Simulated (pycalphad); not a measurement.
**Effect of B content in Ti-B**

All values are pycalphad results on the COST 507 light-alloy database (1999) (1 atm), not direct measurements. The database dates from 1999; later assessments differ in places, in temperatures and in the compounds included. Amounts are mole fractions of atoms.

```tsv
alloy	liquidus (K)	first solid	solidus (K)	phases at 1125 K
Ti-0.403B (wt.%)	1904	BCC_A2	1814	HCP_A3 0.97, BM 0.03
Ti-0.611B (wt.%)	1886	BCC_A2	1814	HCP_A3 0.95, BM 0.05
Ti-0.8196B (wt.%)	1869	BCC_A2	1814	HCP_A3 0.93, BM 0.07
Ti-2.605B (wt.%)	1886	BM	1814	HCP_A3 0.79, BM 0.21
Ti-3.58B (wt.%)	1933	BM	1814	HCP_A3 0.72, BM 0.28
```

Database names, with the compositions (at.%) that they take in these runs: BM: Ti 50 B 50. BCC_A2 is bcc; HCP_A3 is hcp.
